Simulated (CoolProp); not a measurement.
Vapour-liquid equilibrium of ethanol (1) + toluene (2) at 1190 kPa; x and y are mole fractions of (1).

The numbers come from the multi-fluid Helmholtz-energy mixture model, Schroeder 2014 and Lemmon 2006; pair parameters Bell 2016 in CoolProp.

Q: Give the bubble temperature and the first vapour's composition at x = 0.2, 0.35, 0.8. Is there an azeotrope?

A: x = 0.2: 454.4 K, y = 0.569; x = 0.35: 444.4 K, y = 0.675; x = 0.8: 433.3 K, y = 0.863. No azeotrope shows between x = 0.05 and 0.95.

Pair parameters are fitted to limited data, so mixtures are less certain than the pure fluids.
